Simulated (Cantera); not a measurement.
A closed system holds: 1 mol Si(CH3)4, 0.011 mol C2H2, 490 mol H2, 0.67 mol HCl, equilibrated at 1.33 mbar.

These are equilibrium values from Cantera (NASA tables, ideal gas, pure condensed phases), not measurements of a reactor. Candidate condensed phases: C, C6H6, C7H8, C8H18, Si, SiC; 109 gas species. Equilibrium is a limit: real reactors are often held back by kinetics, nucleation or transport.

log p: log10 of the partial pressure in bar; n: condensed amount in mol.

| T (K) | log p H2 | log p H | log p Si | log p HCl | n C(graphite) | n SiC(s) |
|---|---|---|---|---|---|---|
| 1073 | -2.88 | -9.29 | <-14 | -5.75 | 2.99 | 1.000 |
| 1148 | -2.88 | -8.58 | <-14 | -5.75 | 3.01 | 1.000 |
| 1223 | -2.88 | -7.96 | [?] | -5.75 | 3.01 | 1.000 |
| 1298 | -2.88 | -7.41 | [?] | -5.75 | 3.02 | 1.000 |
| 1373 | -2.88 | -6.92 | [?] | -5.75 | 3.02 | 1.000 |
| 1448 | -2.88 | -6.47 | [?] | -5.75 | 3.02 | 1.000 |
| 1523 | -2.88 | -6.07 | [?] | -5.75 | 3.01 | 1.000 |
| 1598 | -2.88 | -5.71 | [?] | -5.75 | 2.99 | 1.000 |
| 1673 | -2.88 | -5.38 | [?] | -5.75 | 2.97 | 0.998 |
| 1748 | -2.88 | -5.08 | [?] | -5.75 | 2.92 | 0.989 |
| 1823 | -2.88 | -4.80 | [?] | -5.75 | 2.86 | 0.952 |
| 1898 | -2.89 | -4.55 | [?] | -5.76 | 2.83 | 0.812 |
| 1973 | -2.89 | -4.32 | [?] | -5.77 | 3.00 | 0.336 |
| 2048 | -2.90 | -4.10 | [?] | -5.78 | 2.90 | 0 |

Fill in the missing entries.


- 1223, log p Si: -14.21
- 1298, log p Si: -12.92
- 1373, log p Si: -11.78
- 1448, log p Si: -10.76
- 1523, log p Si: -9.84
- 1598, log p Si: -9.01
- 1673, log p Si: -8.25
- 1748, log p Si: -7.56
- 1823, log p Si: -6.93
- 1898, log p Si: -6.34
- 1973, log p Si: -5.81
- 2048, log p Si: -5.63
